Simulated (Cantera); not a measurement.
Input: 1 mol TiN, a varied amount of Cl₂, 0.7 mol H₂, equilibrated at 1775 °C and 55.0 mbar.

These are equilibrium values from Cantera (NASA tables, ideal gas, pure condensed phases), not measurements of a reactor. Candidate condensed phases: NH₄Cl, Ti, TiCl₂, TiCl₃, TiCl₄, TiN; 17 gas species. Equilibrium is a limit: real reactors are often held back by kinetics, nucleation or transport.

Question: At 18 mol Cl₂, list the 6 most abundant gas species with their mole fractions, and the condensed phases.

Answer: Cl 0.857, Cl₂ 0.0519, HCl 0.0438, TiCl₄ 0.0269, N₂ 0.0156, TiCl₃ 0.00434. Condensed: gas only.
